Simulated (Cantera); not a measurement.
Input: 1 mol Si2H6, 0.44 mol NO, 0.1 mol H2, 2 mol O3, held at 748.15 K and 1.00 bar.

Cantera equilibrium calculation (NASA polynomials, part measured and part estimated; ideal gas, pure solids and liquids). Candidate condensed phases: H2O, Si, SiO2, Si2N2O, Si3N4; 35 gas species. The feed counts by its element totals alone. Rates play no part.

### Question
What is the equilibrium state?

### Answer
- x(H2O): 0.735
- x(H2): 0.199
- x(N2): 0.0662
- x(NH3): 0.000119
- n(SiO2(α-quartz)): 2.00 mol
- gas amount: 3.320 mol
- log10 activity of Si(s) (absent): -26.42
